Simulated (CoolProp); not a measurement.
Vapour-liquid equilibrium of R134a (1) + R124 (2) at 677 kPa; x and y are mole fractions of (1).

The numbers come from the multi-fluid Helmholtz-energy mixture model, Tillner-Roth 1994 and de Vries 1995; pair parameters Bell 2016 in CoolProp.

**Question.** Give the bubble temperature and the first vapour's composition at x = 0.2, 0.65, 0.95. Is there an azeotrope?

**Answer.** x = 0.2: 39.1 °C, y = 0.294; x = 0.65: 30.1 °C, y = 0.739; x = 0.95: 26.1 °C, y = 0.964. No azeotrope shows between x = 0.05 and 0.95.

Pair parameters are fitted to limited data, so mixtures are less certain than the pure fluids.
